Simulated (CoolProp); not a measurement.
A single-stage vapour-compression cycle with propylene: evaporating at 276.15 K (dew point), condensing at 308.15 K (bubble point), superheat 5 K, subcooling 5 K, compressor efficiency 0.8, no pressure losses. Each further row changes one setting.

The numbers come from the reference Helmholtz-energy equation of state, Lemmon 2013 in CoolProp.

```csv
case,cooling COP,pressure ratio,discharge temperature (K),refrigerating effect (kJ/kg),volumetric capacity (kJ/m³)
as stated,5.98,2.30,325.4,312,4070
evaporating temperature 281.15 K,7.35,2.00,323.2,316,4760
condensing temperature 303.15 K,7.29,2.04,318.8,325,4250
subcooling 10 K,6.23,2.30,325.4,325,4250
superheat 15 K,5.97,2.30,335.4,329,4080
compressor efficiency 0.7,5.23,2.30,329.1,312,4070
```
